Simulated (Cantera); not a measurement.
Charge: 1 mol CH3SiCl3, 0.0062 mol C2H4, 58 mol H2, at 10.0 mbar.

Method: chemical equilibrium by Gibbs-energy minimisation in Cantera with the NASA 1993 tables (ideal gas, pure condensed phases). Candidate condensed phases: C, C6H6, C7H8, C8H18, Si, SiC; 109 gas species. The feed counts by its element totals alone. Gases not in the tables: Si2H6 and higher silanes. Kinetics and transport are ignored.

Question: Which condensed phases are stable at each of these points (T (K)): 2148, 2173, 2198, 2223, 2248, 2273, 2298, 2323, 2348, 2373, 2398, 2423, 2448?

Answer: 
```
T (K)      condensed phases  Si condensed (%)
-----  --------------------  ----------------
2148                 SiC(s)              79.7
2173                 SiC(s)              73.6
2198   C(graphite) + SiC(s)              64.9
2223   C(graphite) + SiC(s)              52.3
2248   C(graphite) + SiC(s)              34.9
2273   C(graphite) + SiC(s)              11.3
2298            C(graphite)               0.0
2323            C(graphite)               0.0
2348            C(graphite)               0.0
2373            C(graphite)               0.0
2398               gas only               0.0
2423               gas only               0.0
2448               gas only               0.0
```

From 2148 K to 2173 K the condensed part is SiC(s). From 2198 K to 2273 K the condensed part is C(graphite) + SiC(s). From 2298 K to 2373 K the condensed part is C(graphite). From 2398 K to 2448 K nothing is condensed.
